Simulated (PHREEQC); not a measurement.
A PHREEQC input (ion-association model, phreeqc.dat):

```
SOLUTION 1
  temp 25
  units mg/kgw
  pH 6.84
  pe 11.7
  Na 0.0121
  K 0.00339
  Ca 0.0171
  Mg 0.00243
  Cl 0.025
  S(6) 0.00193 as SO4
  Alkalinity 0.0561 as HCO3
  O(0) 1.72e-05
END
USE solution 1
EQUILIBRIUM_PHASES 1
  Gyppsum 0 0
  Quartz 0 0.5
  CO2(g) -2.5 10
END
```

It stops with these messages:

```
ERROR: Phase not found in database, Gyppsum.
ERROR: Calculations terminating due to input errors.
```

The fault: the phase Gypsum misspelt. The line should read `Gypsum` where the input has `Gyppsum`. With the mend the run ends at pH 5.19 and ionic strength 8.71e-6 mol/kgw.
